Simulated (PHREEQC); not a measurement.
Dissolve 100 mmol/kgw HF and 0.53 mmol/kgw NH4F at 25 °C. Closed to the air; pH follows from the charge balance.

The numbers come from PHREEQC with the ion-association model, phreeqc.dat.

This is a speciation only: nothing precipitates in the calculation.

### Question
Order these F species by the share of F that they hold, largest first: HF, HF2-, F-.

### Answer
HF (87 %), F- (7.5 %), HF2- (5.0 %)

The pH is 2.06 and the ionic strength 0.0100 mol/kgw. Species that the database lacks are ignored.
